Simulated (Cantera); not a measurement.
A perfectly stirred reactor is fed with 90.1 % NH3, 9.91 % H2, at 0.168 atm; it is held at 1750 K, and followed from long to short residence time.

Detailed kinetics in Cantera: the gas-phase N/H chemistry of the illustrative SiF4/NH3 mechanism in the Surface Chemkin manual (1991). Walls and surfaces, which speed up NH3 decomposition in real reactors, are not modelled.

x: mole fraction; the columns are a selection and need not sum to one.

```
τ (s)   x NH3    x H2     x NH2      x N2       x H   x N2H2
------  -----  ------  --------  --------  --------  -------
4.8     0.320   0.527         …     0.153  0.000102  4.97e-7
1.2     0.606   0.316         …    0.0775   4.90e-5  1.25e-6
0.30    0.802   0.172  0.000294    0.0260   2.43e-5  1.96e-6
0.074   0.874   0.118  0.000309   0.00686   1.62e-5  2.24e-6
0.018   0.894   0.104  0.000303   0.00156   1.36e-5  2.15e-6
0.0045  0.899  0.1000         …  0.000273   1.12e-5  1.54e-6
0.0011  0.901  0.0992         …   1.47e-5   5.77e-6  3.66e-7
```

What belongs in the gaps?


- 4.8, x NH2: 0.000161
- 1.2, x NH2: 0.000244
- 0.0045, x NH2: 0.000261
- 0.0011, x NH2: 0.000136
